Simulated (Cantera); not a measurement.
Input: 1 mol CsCl, 1 mol H2, at 1.20e-6 bar.

These are equilibrium values from Cantera (NASA tables, ideal gas, pure condensed phases), not measurements of a reactor. Candidate condensed phases: Cs, CsCl; 9 gas species. Kinetics and transport are ignored. All values below are at 975 K.

Base state: H2 0.500, CsCl 0.499, Cs2Cl2 0.000364, Cs 0.000197, HCl 0.000197 (mole fractions); condensed: gas only.

Problem. What changes in the equilibrium state with this change: 0.12 mol NH3 added?

Solution. 
```
species    before     after
-------  --------  --------
H2          0.500     0.527
CsCl        0.499     0.446
N2              0    0.0268
Cs2Cl2   0.000364  0.000290
HCl      0.000197  0.000188
Cs       0.000197  0.000188
```
Further candidate phases: NH4Cl.
